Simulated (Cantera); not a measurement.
Feed: 1 mol SiH₄, 22 mol N₂, equilibrated at 1050 K and 19.0 Pa.

Cantera equilibrium calculation (NASA polynomials, part measured and part estimated; ideal gas, pure solids and liquids). Candidate condensed phases: Si, Si₃N₄; 18 gas species. N₂ is the only nitrogen source here; it is nearly inert below about 1500 K, so the nitride shown seldom forms there in practice. Equilibrium is a limit: real reactors are often held back by kinetics, nucleation or transport.

Task: What is the equilibrium state?

Result: 
```
Property                             Result
--------------------------------  ---------
x(N₂)                                 0.914
x(H₂)                                0.0857
n(Si₃N₄(s))                       0.333 mol
gas amount                        23.33 mol
log10 activity of Si(s) (absent)      -4.07
```
